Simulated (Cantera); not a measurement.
**Thermodynamics of silicon oxide and oxynitride deposition, feed HMDSO + O2**

Charge: 1 mol HMDSO, 0.19 mol O2, held at 0.110 bar.

Equilibrium computed with Cantera from the NASA thermochemical tables; the gas is ideal and each condensed phase is pure. Candidate condensed phases: C, C6H6, C7H8, C8H18, H2O, Si, SiC, SiO2; 123 gas species. The feed counts by its element totals alone. Gases not in the tables: Si2H6 and higher silanes. Kinetics and transport are ignored.

```csv
T (°C),x H2,x CO,x H,x SiO,x C2H2 (acetylene),x Si,n C(graphite),n SiC(s)
1375,0.867,0.132,0.000250,0.000456,3.88e-5,2.89e-8,2.63,2.00
1425,0.867,0.132,0.000406,0.000538,6.24e-5,8.77e-8,2.63,1.99
1475,0.866,0.132,0.000641,0.000630,9.78e-5,2.49e-7,2.63,1.99
1525,0.866,0.132,0.000988,0.000730,0.000149,6.69e-7,2.63,1.99
1575,0.865,0.132,0.00149,0.000839,0.000223,1.70e-6,2.63,1.99
1625,0.865,0.132,0.00219,0.000957,0.000325,4.11e-6,2.63,1.99
1675,0.864,0.132,0.00317,0.00108,0.000465,9.50e-6,2.63,1.99
1725,0.862,0.131,0.00449,0.00122,0.000654,2.10e-5,2.63,1.99
1775,0.860,0.131,0.00626,0.00136,0.000902,4.48e-5,2.63,1.99
1825,0.858,0.131,0.00859,0.00151,0.00122,9.19e-5,2.63,1.98
1875,0.854,0.130,0.0116,0.00167,0.00164,0.000182,2.62,1.98
```
x: gas mole fraction; n: condensed amount in mol.

From 1375 °C to 1875 °C the condensed part is C(graphite) + SiC(s). The main Si-bearing gas is SiO throughout.
